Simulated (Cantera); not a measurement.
Equilibrium for silicon carbide growth: CH3SiCl3 + HCl + H2

Input: 1 mol CH3SiCl3, 0.14 mol HCl, 260 mol H2, at 2575 K and 16000 Pa.

Method: chemical equilibrium by Gibbs-energy minimisation in Cantera with the NASA 1993 tables (ideal gas, pure condensed phases). Candidate condensed phases: C, C6H6, C7H8, C8H18, Si, SiC; 109 gas species. The feed counts by its element totals alone. The tables' values for SiCl are old estimates; treat these amounts as uncertain. Gases not in the tables: Si2H6 and higher silanes. Kinetics and transport are ignored.

```yaml
x(H2): 0.901
x(H): 0.0822
x(HCl): 0.0106
x(Si): 0.00302
x(C2H2 (acetylene)): 0.00165
x(Cl): 0.000682
x(SiH): 0.000271
x(SiC2): 0.000120
x(SiH2): 7.08e-5
gas_amount: 275.5 mol
log10 activity of C(graphite) (absent): -0.45
log10 activity of Si(l) (absent): -1.23
```
